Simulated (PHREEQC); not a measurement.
PHREEQC input (ion-association model, phreeqc.dat):

```
SOLUTION 0
  temp 40
  units mmol/kgw
  pH 7 charge
  Cl 3.91
  Na 3.9
  O(0) 1 O2(g) -0.68
SOLUTION 1-30
  temp 40
  units mmol/kgw
  pH 7 charge
  Cl 140.01
  Ba 70
  Br 1.7
  K 1.7
  O(0) 1 O2(g) -0.68
END
EXCHANGE 1-30
  X 0.0022
  -equilibrate 1
END
SELECTED_OUTPUT 1
  -reset false
  -pH true
  -pe true
  -ionic_strength true
  -water true
  -step true
  -totals Ba Br Cl K Na
  -molalities NaX BaX2 KX
  -saturation_indices Halite Sylvite
PRINT
  -reset false
TRANSPORT
  -cells 30
  -shifts 120
  -lengths 0.00666667
  -time_step 300
  -dispersivities 0.01
  -boundary_conditions flux flux
  -correct_disp true
  -punch_cells 30
  -punch_frequency 4
END
```

Selected output (columns that matter, 23 of 31 rows; pore volumes added in front):

```
pore volumes	pH	mu	Ba	Br	Cl	K	Na	m_NaX	m_BaX2	si_Halite	si_Sylvite
0	5.1015	0.21171	0.07	0.0017	0.14001	0.0017	0	0	0.0010891	-1000	-4.9006
0.15	5.1015	0.21171	0.07	0.0017	0.14001	0.0017	0	0	0.0010891	-1000	-4.9006
0.4167	5.1014	0.21113	0.069804	0.0016952	0.13963	0.0016955	1.0556e-05	2.9371e-08	0.0010891	-7.6959	-4.9026
0.55	5.1007	0.20415	0.067452	0.0016381	0.13506	0.0016409	0.00013835	3.9162e-07	0.0010891	-6.5904	-4.9281
0.6833	5.0983	0.1822	0.060061	0.0014586	0.12068	0.001467	0.00054212	1.6262e-06	0.001089	-6.0375	-5.015
0.95	5.0869	0.10845	0.035223	0.00085518	0.072375	0.00087417	0.0019008	7.443e-06	0.0010884	-5.6754	-5.4153
1.0833	5.0787	0.074598	0.023823	0.00057816	0.050197	0.00059849	0.0025202	1.1994e-05	0.0010874	-5.6844	-5.7077
1.35	5.0606	0.031333	0.0092642	0.00022401	0.021844	0.00024099	0.0032889	2.5053e-05	0.0010832	-5.8734	-6.4025
1.4833	5.052	0.020048	0.0054736	0.00013157	0.014443	0.00014569	0.0034719	3.4347e-05	0.0010795	-6.005	-6.7748
1.6167	5.0447	0.013175	0.0031699	7.5191e-05	0.0099297	8.6523e-05	0.0035687	4.6279e-05	0.0010743	-6.1357	-7.1428
1.8833	5.0346	0.0068451	0.0010598	2.3135e-05	0.0057622	3.0004e-05	0.0036257	8.0704e-05	0.0010581	-6.3393	-7.8124
2.0167	5.0318	0.0055633	0.00063573	1.2554e-05	0.0049151	1.7819e-05	0.0036283	0.00010372	0.001047	-6.4011	-8.1006
2.15	5.0301	0.0048586	0.0004024	6.7386e-06	0.0044495	1.0749e-05	0.0036307	0.00012967	0.0010343	-6.4398	-8.359
2.4167	5.0285	0.0042621	0.00019862	1.8938e-06	0.0040616	4.1547e-06	0.0036521	0.00018327	0.0010079	-6.473	-8.8075
2.55	5.0282	0.0041445	0.00015389	9.9436e-07	0.0039896	2.6591e-06	0.0036702	0.00020796	0.00099567	-6.4778	-9.0083
2.6833	5.028	0.0040774	0.00012527	5.1955e-07	0.0039516	1.7282e-06	0.0036898	0.00023043	0.00098454	-6.4792	-9.1991
2.95	5.0278	0.0040133	9.1945e-05	1.402e-07	0.0039212	7.5514e-07	0.0037267	0.000269	0.00096537	-6.4778	-9.5615
3.0833	5.0277	0.0039974	8.1542e-05	7.2492e-08	0.0039158	5.0543e-07	0.0037423	0.00028561	0.00095711	-6.4765	-9.7364
3.35	5.0277	0.0039786	6.7018e-05	1.9249e-08	0.0039115	2.3053e-07	0.0037673	0.00031473	0.00094259	-6.4739	-10.078
3.4833	5.0277	0.0039725	6.1736e-05	9.8917e-09	0.0039108	1.5682e-07	0.0037772	0.00032765	0.00093614	-6.4728	-10.245
3.6167	5.0277	0.0039677	5.7327e-05	5.0757e-09	0.0039104	1.0711e-07	0.0037856	0.00033969	0.00093014	-6.4719	-10.411
3.8833	5.0276	0.0039605	5.0366e-05	1.3316e-09	0.0039101	5.0504e-08	0.0037993	0.00036157	0.00091921	-6.4703	-10.737
4.0167	5.0276	0.0039576	4.7564e-05	6.8106e-10	0.0039101	3.4844e-08	0.0038049	0.00037159	0.0009142	-6.4696	-10.898
```

Species that the database lacks are ignored. At this temperature some constants are extrapolated from 25 °C, and those without enthalpy data are left unchanged.
